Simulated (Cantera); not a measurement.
## Reactions in the system C-F-H-Si

Cantera with NASA thermochemical tables; ideal gases at 1 bar, condensed phases pure. Values are per mole of reaction as written; species without (g) are pure solids or liquids, kept so even where they would boil at 1 bar. The tables' values for SiF2 are old estimates.

SiF4(g) + Si(CH3)4(g) = 2 SiF2(g) + 2 C2H6(g)

```csv
T (K),ΔH° (kJ),ΔS° (J/K),ΔG° (kJ),log10 K
1025,539.7,297.1,235.2,-11.98
1175,535.7,293.5,190.9,-8.49
1325,531.7,290.3,147.1,-5.80
1475,527.7,287.4,103.8,-3.67
1625,523.7,284.9,60.9,-1.96
1775,519.8,282.5,18.3,-0.54
1925,515.8,280.4,-23.9,0.65
2075,511.9,278.4,-65.8,1.66
2225,507.9,276.6,-107.4,2.52
2375,504.0,274.9,-148.8,3.27
```
